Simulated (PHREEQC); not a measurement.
Model water analysis in mmol/kgw, 25 °C, pH 8.79, pe 8.7:

```
constituent                mmol/kgw
-------------------------  --------
Na                              1.6
K                              1.27
Ca                            0.219
Mg                            0.481
Cl                             3.15
S(6)                          0.424
Alkalinity (meq/kgw)          0.237
O(0) (counted as O atoms)    0.0274
```

Valence states are taken as typed.

Model: ion-association model, phreeqc.dat, run in PHREEQC.

```
Property                        Value
--------------------  ---------------
ionic strength        0.00524 mol/kgw
specific conductance        524 µS/cm
charge-balance error            0.4 %
```

```json
[
 {"species": "Cl-", "molality": "0.00315", "activity": "0.00291", "log γ": "-0.034"},
 {"species": "Na+", "molality": "0.00160", "activity": "0.00148", "log γ": "-0.033"},
 {"species": "K+", "molality": "0.00127", "activity": "0.00117", "log γ": "-0.034"},
 {"species": "Mg+2", "molality": "0.000455", "activity": "0.000338", "log γ": "-0.130"},
 {"species": "SO4-2", "molality": "0.000389", "activity": "0.000287", "log γ": "-0.132"},
 {"species": "Ca+2", "molality": "0.000209", "activity": "0.000155", "log γ": "-0.131"},
 {"species": "HCO3-", "molality": "0.000206", "activity": "0.000191", "log γ": "-0.033"},
 {"species": "MgSO4", "molality": "2.27e-5", "activity": "2.27e-5", "log γ": "0.001"},
 {"species": "O2", "molality": "1.37e-5", "activity": "1.37e-5", "log γ": "0.001"},
 {"species": "CaSO4", "molality": "7.88e-6", "activity": "7.89e-6", "log γ": "0.001"},
 {"species": "CO3-2", "molality": "7.48e-6", "activity": "5.53e-6", "log γ": "-0.131"},
 {"species": "OH-", "molality": "6.75e-6", "activity": "6.24e-6", "log γ": "-0.034"},
 {"species": "KSO4-", "molality": "2.55e-6", "activity": "2.36e-6", "log γ": "-0.033"},
 {"species": "NaSO4-", "molality": "2.29e-6", "activity": "2.13e-6", "log γ": "-0.033"},
 {"species": "MgCO3", "molality": "1.78e-6", "activity": "1.78e-6", "log γ": "0.001"},
 {"species": "CaCO3", "molality": "1.44e-6", "activity": "1.44e-6", "log γ": "0.001"}
]
```

This is a speciation only: nothing precipitates in the calculation.
